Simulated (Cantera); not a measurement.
Feed: 1 mol CF4, 0.012 mol F2, held at 1502 °C and 5100 Pa.

These are equilibrium values from Cantera (NASA tables, ideal gas, pure condensed phases), not measurements of a reactor. Candidate condensed phases: C; 13 gas species. Gases not in the tables: C2F6 and larger saturated fluorocarbons. The numbers say what is thermodynamically allowed, not how fast it happens.

Base state: CF4 0.976, F 0.0235, CF3 4.28e-5 (mole fractions); condensed: gas only.

Task: What changes in the equilibrium state with this change: CF4 replaced by CH3F?

Result: 
| species | before | after |
|---|---|---|
| HF | 0 | 0.509 |
| H2 | 0 | 0.490 |
| H | 0 | 0.000897 |
| CF4 | 0.976 | <1e-9 |
| F | 0.0235 | 1.37e-7 |
| C2H2 (acetylene) | 0 | 6.98e-5 |
| CF3 | 4.28e-5 | <1e-9 |
| CH4 | 0 | 1.03e-5 |
| C(graphite), mol | 0 | 1.000 |
Further candidate phases: C6H6, C7H8, C8H18.
